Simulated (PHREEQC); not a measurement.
Cooling-tower water (model solution)

Synthetic water in mg/L, 25 °C, pH 6.37, pe 11.5:

```
constituent               mg/L
-----------------------  -----
Na                        11.6
K                         83.6
Ca                        82.6
Mg                        56.7
Cl                          98
S(6) as SO4                132
Alkalinity as HCO3         349
O(0) (dissolved oxygen)   2.08
Si as SiO2                18.1
Cd                       0.213
Pb                         9.7
Sr                       0.409
N(5) as NO3               4.24
```

Valence states are taken as typed.

Model: ion-association model, phreeqc.dat, run in PHREEQC.

- ionic strength: 0.0155 mol/kgw
- specific conductance: 1100 µS/cm
- charge-balance error: 1.1 %

```csv
species,molality,activity,log γ
HCO3-,0.00549,0.00487,-0.052
CO2,0.00465,0.00467,0.002
Cl-,0.00277,0.00244,-0.055
K+,0.00213,0.00188,-0.055
Mg+2,0.00206,0.00129,-0.204
Ca+2,0.00185,0.00115,-0.208
SO4-2,0.00104,0.000639,-0.211
Na+,0.000502,0.000444,-0.053
H4SiO4,0.000301,0.000302,0.002
MgSO4,0.000192,0.000193,0.002
```

No solid was allowed to form. The solution is supersaturated, for example in Cerussite, Quartz (slow to form), so a real one may precipitate; this is no full list. Complexes and solids missing from the database can't appear.
